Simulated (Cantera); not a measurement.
What does this Cantera script print?

```python
import numpy as np
import cantera as ct

gas_names = """
    B BH BH2 BH3 BN BO BO2 B2 B2O B2O2 B2O3 B3O3H3 H HBO HBO2 HNO HNO2 HNO3 HO2 H2 H2O H2O2 H3B3O6 N NH
    NH2 NH3 NH2OH NO NO2 NO3 N2 N2H2 N2H4 N2O O OH O2 O3
""".split()
cond_names = """
    B(b) B(L) BN(s) B2O3(L) B3O3H3(cr) H2O(s) H2O(L)
""".split()


# ... load() reads the species with a 1 bar reference pressure and builds the phases ...
atoms = {
    'borazine': {'B': 3, 'N': 3, 'H': 6},
    'H2O': {'H': 2, 'O': 1},
    'N2': {'N': 2},
}
top_T = {'BN(s)': 3200}  # K; cautious upper limits of use, not melting points


# ... equilibrate(T, P, feed) seeds the gas with the atoms and calls Mixture.equilibrate('TP', solver="vcs", rtol=1e-11, max_steps=5000) ...
results = []
feed = {'borazine': 1, 'H2O': 2.7, 'N2': 0.46}  # mol
P = 12000  # Pa
for T in [1073, 1123, 1173, 1223, 1273, 1323, 1373, 1423, 1473, 1523, 1573, 1623]:
    mix = equilibrate(T, P, feed)
    results.append((T, P, feed, dict(zip(mix.species_names, mix.species_moles))))
    x = sorted(zip(gas.X, gas.species_names), reverse=True)
    print(f"T = {T:g} K  P = {P:g} Pa  gas = {mix.phase_moles(0):.4g} mol")
    print("   x: " + "  ".join(f"{s} {v:.3e}" for v, s in x if v > 1e-06))
    print("   condensed (mol): " + ("  ".join(f"{mix.phase(i).name} {mix.phase_moles(i):.4g}"
          for i in range(1, mix.n_phases) if mix.phase_moles(i) > 1e-12) or "none"))
```

It prints:

```
T = 1073 K  P = 12000 Pa  gas = 7.055 mol
   x: H2 8.058e-01  N2 1.920e-01  H2O 2.161e-03  HBO2 1.455e-05  NH3 1.408e-05
   condensed (mol): BN(s) 1.21  B2O3(L) 0.8948
T = 1123 K  P = 12000 Pa  gas = 7.055 mol
   x: H2 8.058e-01  N2 1.921e-01  H2O 2.115e-03  HBO2 3.404e-05  NH3 1.067e-05
   condensed (mol): BN(s) 1.21  B2O3(L) 0.8949
T = 1173 K  P = 12000 Pa  gas = 7.055 mol
   x: H2 8.058e-01  N2 1.921e-01  H2O 2.069e-03  HBO2 7.364e-05  NH3 8.272e-06  HBO 1.158e-06
   condensed (mol): BN(s) 1.21  B2O3(L) 0.8948
T = 1223 K  P = 12000 Pa  gas = 7.056 mol
   x: H2 8.058e-01  N2 1.921e-01  H2O 2.023e-03  HBO2 1.489e-04  NH3 6.542e-06  HBO 3.908e-06
   condensed (mol): BN(s) 1.21  B2O3(L) 0.8945
T = 1273 K  P = 12000 Pa  gas = 7.056 mol
   x: H2 8.057e-01  N2 1.920e-01  H2O 1.977e-03  HBO2 2.835e-04  HBO 1.195e-05  NH3 5.267e-06  H 1.848e-06
   condensed (mol): BN(s) 1.21  B2O3(L) 0.894
T = 1323 K  P = 12000 Pa  gas = 7.057 mol
   x: H2 8.055e-01  N2 1.920e-01  H2O 1.932e-03  HBO2 5.122e-04  HBO 3.350e-05  NH3 4.308e-06  H 4.109e-06  B2O3 2.896e-06
   condensed (mol): BN(s) 1.21  B2O3(L) 0.8929
T = 1373 K  P = 12000 Pa  gas = 7.058 mol
   x: H2 8.052e-01  N2 1.919e-01  H2O 1.887e-03  HBO2 8.832e-04  HBO 8.688e-05  B2O3 1.043e-05  H 8.626e-06  NH3 3.573e-06
   condensed (mol): BN(s) 1.211  B2O3(L) 0.8911
T = 1423 K  P = 12000 Pa  gas = 7.06 mol
   x: H2 8.046e-01  N2 1.918e-01  H2O 1.843e-03  HBO2 1.461e-03  HBO 2.103e-04  B2O3 3.419e-05  H 1.720e-05  NH3 3.000e-06
   condensed (mol): BN(s) 1.212  B2O3(L) 0.888
T = 1473 K  P = 12000 Pa  gas = 7.064 mol
   x: H2 8.036e-01  N2 1.916e-01  HBO2 2.328e-03  H2O 1.800e-03  HBO 4.782e-04  B2O3 1.029e-04  H 3.274e-05  NH3 2.546e-06  B2O2 2.285e-06
   condensed (mol): BN(s) 1.213  B2O3(L) 0.8829
T = 1523 K  P = 12000 Pa  gas = 7.071 mol
   x: H2 8.020e-01  N2 1.913e-01  HBO2 3.585e-03  H2O 1.757e-03  HBO 1.028e-03  B2O3 2.872e-04  H 5.975e-05  B2O2 9.240e-06  NH3 2.180e-06  BO 1.932e-06  B3O3H3 1.125e-06
   condensed (mol): BN(s) 1.214  B2O3(L) 0.8744
T = 1573 K  P = 12000 Pa  gas = 7.085 mol
   x: H2 7.991e-01  N2 1.909e-01  HBO2 5.355e-03  HBO 2.101e-03  H2O 1.712e-03  B2O3 7.482e-04  H 1.049e-04  B2O2 3.410e-05  BO 6.492e-06  B3O3H3 2.076e-06  NH3 1.880e-06
   condensed (mol): BN(s) 1.216  B2O3(L) 0.8602
T = 1623 K  P = 12000 Pa  gas = 7.109 mol
   x: H2 7.941e-01  N2 1.902e-01  HBO2 7.773e-03  HBO 4.096e-03  B2O3 1.831e-03  H2O 1.665e-03  H 1.778e-04  B2O2 1.158e-04  BO 2.020e-05  B3O3H3 3.665e-06  NH3 1.628e-06
   condensed (mol): BN(s) 1.216  B2O3(L) 0.8359
```

Equilibrium computed with Cantera from the NASA thermochemical tables; the gas is ideal and each condensed phase is pure. The feed counts by its element totals alone. Mutual solubility and eutectic melting of coexisting phases are not modelled. Gases not in the tables: H3BO3.
